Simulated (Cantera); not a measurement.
## Hydrogen reduction and annealing atmospheres: FeS₂ + H₂

Input: 1 mol FeS₂, 1300 mol H₂, equilibrated at 0.435 Torr.

Equilibrium computed with Cantera from the NASA thermochemical tables; the gas is ideal and each condensed phase is pure. Candidate condensed phases: Fe, FeS, FeS₂, S; 8 gas species. Gases not in the tables: S₃ to S₇. The numbers say what is thermodynamically allowed, not how fast it happens.

| T (K) | log p H₂ | log p H | log p H₂S | log p S | log p Fe | log p SH | log p S₂ | n Fe(γ) |
|---|---|---|---|---|---|---|---|---|
| 1275 | -3.24 | -7.75 | -6.07 | -9.67 | -9.28 | -7.82 | -7.90 | 0.999 |
| 1350 | -3.24 | -7.24 | -6.10 | -9.00 | -8.37 | -7.47 | -7.54 | 0.990 |
| 1425 | -3.24 | -6.78 | -6.15 | -8.42 | -7.55 | -7.18 | -7.27 | 0.937 |
| 1500 | -3.24 | -6.37 | -6.22 | -7.93 | -6.82 | -6.95 | -7.08 | 0.664 |
| 1575 | -3.24 | -6.00 | -6.32 | -7.52 | -6.35 | -6.78 | -6.98 | 0 |
| 1650 | -3.24 | -5.66 | -6.44 | -7.17 | -6.35 | -6.65 | -6.94 | 0 |
| 1725 | -3.24 | -5.35 | -6.58 | -6.89 | -6.35 | -6.56 | -6.97 | 0 |
| 1800 | -3.24 | -5.07 | -6.74 | -6.66 | -6.35 | -6.51 | -7.06 | 0 |
| 1875 | -3.25 | -4.81 | -6.93 | -6.48 | -6.36 | -6.51 | -7.22 | 0 |
| 1950 | -3.26 | -4.57 | -7.14 | -6.36 | -6.36 | -6.54 | -7.43 | 0 |
| 2025 | -3.27 | -4.35 | -7.38 | -6.28 | -6.37 | -6.61 | -7.70 | 0 |
| 2100 | -3.29 | -4.15 | -7.63 | -6.23 | -6.38 | -6.70 | -8.00 | 0 |
log p: log10 of the partial pressure in bar; n: condensed amount in mol.

From 1275 K to 1500 K the condensed part is Fe(γ). From 1575 K to 2100 K nothing is condensed. The main Fe-bearing gas is Fe throughout.
